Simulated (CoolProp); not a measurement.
Ammonia at 236.43 K and 0.34 MPa flows at 0.65 m/s in a round tube of 20 mm bore and 45 µm roughness, fully developed (64/Re and Nu = 3.66 if laminar; Colebrook and Gnielinski if turbulent). Each further row changes one setting.

Computed with CoolProp (reference Helmholtz-energy equation of state, Gao 2020).

| case | Reynolds number | Darcy friction factor | pressure drop (Pa/m) | heat-transfer coefficient (W/(m² K)) | mass flow (kg/h) |
|---|---|---|---|---|---|
| as stated | 33300 | 0.0282 | 204 | 5050 | 504 |
| velocity 1.3 m/s | 66700 | 0.0264 | 766 | 9680 | 1010 |
| diameter 40 mm | 66700 | 0.0235 | 85.2 | 4370 | 2020 |

Viscosity comes from a separate model (Fenghour 1995). Thermal conductivity comes from a separate model (Tufeu 1984).
